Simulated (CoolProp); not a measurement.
Vapour-liquid equilibrium of R143a (1) + propane (2) at 191.8 K; x and y are mole fractions of (1).

Model: multi-fluid Helmholtz-energy mixture model, Lemmon and Jacobsen 2000 and Lemmon 2009; pair parameters Bell 2016, in CoolProp.

```json
[
 {"x": "0.05", "bubble pressure (kPa)": "16.06", "y at the bubble point": "0.289", "dew pressure at overall composition x (kPa)": "12.49", "liquid density (mol/L)": "14.15"},
 {"x": "0.125", "bubble pressure (kPa)": "19.36", "y at the bubble point": "0.439", "dew pressure at overall composition x (kPa)": "13.44", "liquid density (mol/L)": "14.14"},
 {"x": "0.2", "bubble pressure (kPa)": "20.78", "y at the bubble point": "0.495", "dew pressure at overall composition x (kPa)": "14.54", "liquid density (mol/L)": "14.15"},
 {"x": "0.275", "bubble pressure (kPa)": "21.33", "y at the bubble point": "0.518", "dew pressure at overall composition x (kPa)": "15.81", "liquid density (mol/L)": "14.16"},
 {"x": "0.35", "bubble pressure (kPa)": "21.50", "y at the bubble point": "0.527", "dew pressure at overall composition x (kPa)": "17.30", "liquid density (mol/L)": "14.19"},
 {"x": "0.425", "bubble pressure (kPa)": "21.53", "y at the bubble point": "0.530", "dew pressure at overall composition x (kPa)": "[?]", "liquid density (mol/L)": "14.23"},
 {"x": "0.5", "bubble pressure (kPa)": "21.54", "y at the bubble point": "0.531", "dew pressure at overall composition x (kPa)": "20.91", "liquid density (mol/L)": "14.28"},
 {"x": "0.575", "bubble pressure (kPa)": "21.54", "y at the bubble point": "0.534", "dew pressure at overall composition x (kPa)": "21.05", "liquid density (mol/L)": "14.34"},
 {"x": "0.65", "bubble pressure (kPa)": "21.48", "y at the bubble point": "0.543", "dew pressure at overall composition x (kPa)": "19.71", "liquid density (mol/L)": "14.42"},
 {"x": "0.725", "bubble pressure (kPa)": "21.25", "y at the bubble point": "[?]", "dew pressure at overall composition x (kPa)": "18.34", "liquid density (mol/L)": "14.51"},
 {"x": "0.8", "bubble pressure (kPa)": "20.66", "y at the bubble point": "0.598", "dew pressure at overall composition x (kPa)": "17.09", "liquid density (mol/L)": "14.61"},
 {"x": "0.875", "bubble pressure (kPa)": "19.40", "y at the bubble point": "0.667", "dew pressure at overall composition x (kPa)": "15.95", "liquid density (mol/L)": "14.72"},
 {"x": "0.95", "bubble pressure (kPa)": "[?]", "y at the bubble point": "0.808", "dew pressure at overall composition x (kPa)": "14.94", "liquid density (mol/L)": "14.85"}
]
```

Q: Some entries are withheld; supply them.

A: 
- 0.425, dew pressure at overall composition x (kPa): 19.02
- 0.725, y at the bubble point: 0.562
- 0.95, bubble pressure (kPa): 16.96

y crosses x between x = 0.5 and 0.575: the model has an azeotrope there.

Pair parameters are fitted to limited data, so mixtures are less certain than the pure fluids. With so large a gap from Raoult's law the liquid may split in two, which this calculation doesn't test in full.
